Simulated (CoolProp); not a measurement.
R152A along the isotherm 341.2 K: Z from the reference equation and from simpler models built on Tc = 386.4 K, pc = 4517 kPa, ω = 0.275; each cubic takes its own stable root.

The numbers come from the reference Helmholtz-energy equation of state, Outcalt 1996 in CoolProp. It is a modified Benedict-Webb-Rubin equation, recast in Helmholtz form.

| p (kPa) | phase | reference | van der Waals | Redlich-Kwong | Soave-Redlich-Kwong | Peng-Robinson |
|---|---|---|---|---|---|---|
| 753 | gas | 0.8961 | 0.9290 | 0.9136 | 0.9085 | 0.9014 |
| 1510 | gas | 0.7689 | 0.8453 | 0.8110 | 0.7975 | 0.7837 |
| 2260 | liquid | 0.06780 | 0.7400 | 0.09077 | 0.08539 | 0.07533 |
| 3010 | liquid | 0.08954 | 0.1628 | 0.1184 | 0.1121 | 0.09899 |
| 3760 | liquid | 0.1110 | 0.1977 | 0.1452 | 0.1382 | 0.1222 |
| 4520 | liquid | 0.1324 | 0.2323 | 0.1718 | 0.1641 | 0.1452 |
| 5270 | liquid | 0.1534 | 0.2659 | 0.1975 | 0.1893 | 0.1676 |
| 6020 | liquid | 0.1741 | 0.2989 | 0.2227 | 0.2141 | 0.1897 |
| 6780 | liquid | 0.1950 | 0.3320 | 0.2479 | 0.2389 | 0.2118 |

At some of these states van der Waals gives the other phase, because its saturation line lies elsewhere.
